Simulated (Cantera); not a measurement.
# Si + SF₆ + N₂ (silicon etching in halogen gases)

Feed: 1 mol Si, 1.5 mol SF₆, 46 mol N₂, held at 0.0440 bar.

Method: chemical equilibrium by Gibbs-energy minimisation in Cantera with the NASA 1993 tables (ideal gas, pure condensed phases). Candidate condensed phases: S, Si, Si₃N₄; 29 gas species. The tables' values for S₂F₂ (SSF₂), SF₃ are old estimates; treat these amounts as uncertain. Kinetics and transport are ignored.

From 673 K to 1323 K nothing is condensed. The main Si-bearing gas is SiF₄ throughout.

```tsv
T (K)	x N₂	x SF₄	x SiF₄	x SF₂	x SF₆	x S₂F₂ (SSF₂)	x SF₃
673	0.954	0.0143	0.0207	1.19e-5	0.00593	0.00542	8.76e-6
723	0.953	0.0185	0.0207	3.73e-5	0.00341	0.00457	2.47e-5
773	0.952	0.0211	0.0207	9.79e-5	0.00180	0.00401	5.74e-5
823	0.952	0.0224	0.0207	0.000226	0.000934	0.00367	0.000117
873	0.952	0.0230	0.0207	0.000470	0.000496	0.00342	0.000214
923	0.951	0.0231	0.0207	0.000891	0.000275	0.00318	0.000364
973	0.951	0.0230	0.0207	0.00156	0.000160	0.00288	0.000576
1023	0.951	0.0225	0.0207	0.00252	9.88e-5	0.00249	0.000857
1073	0.950	0.0219	0.0207	0.00376	6.44e-5	0.00201	0.00120
1123	0.950	0.0212	0.0206	0.00519	4.48e-5	0.00146	0.00159
1173	0.949	0.0205	0.0206	0.00657	3.37e-5	0.000927	0.00200
1223	0.949	0.0199	0.0206	0.00765	2.78e-5	0.000503	0.00238
1273	0.949	0.0194	0.0206	0.00829	2.49e-5	0.000239	0.00273
1323	0.948	0.0190	0.0206	0.00862	2.34e-5	0.000108	0.00304
```
x: gas mole fraction; nothing condenses.
